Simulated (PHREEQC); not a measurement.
Solution (25 °C): 0.052 mol HF and 0.19 mol (CH3)4NF per kg of water. Closed to the air; pH follows from the charge balance.

Computed with PHREEQC (ion-association model, wateq4f.dat).

```tsv
quantity	before	after
pH	3.79	3.04
ionic strength (mol/kgw)	0.190	0.191
F- (mol/kgw)	0.171	0.129
HF (mol/kgw)	0.0282	0.119
HF2- (mol/kgw)	0.0193	0.0619
```

### Question
Which change was made?
A) (CH3)4NF left out
B) HF from 0.052 to 0.26 mol/kgw
C) HF from 0.052 to 0.0572 mol/kgw
D) HF from 0.052 to 0.104 mol/kgw
E) diluted 5-fold with water

### Answer
B, HF from 0.052 to 0.26 mol/kgw

This is a speciation only: nothing precipitates in the calculation. (CH3)4N+ isn't in the database: it is added as a free cation with an ion size of 4 Å.
